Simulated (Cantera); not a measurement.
**Aluminium nitride and oxide growth: Al + N₂ + H₂**

Charge: 1 mol Al, 42 mol N₂, 18 mol H₂, at 1500 °C and 18000 Pa.

These are equilibrium values from Cantera (NASA tables, ideal gas, pure condensed phases), not measurements of a reactor. Candidate condensed phases: Al, AlN; 13 gas species. The numbers say what is thermodynamically allowed, not how fast it happens.

```json
{
 "x(N₂)": "0.697",
 "x(H₂)": "0.302",
 "x(H)": "0.000369",
 "x(Al)": "2.47e-6",
 "n(AlN(s))": "1.000 mol",
 "gas_amount": "59.51 mol",
 "log10 activity of Al(l) (absent)": "-3.12"
}
```
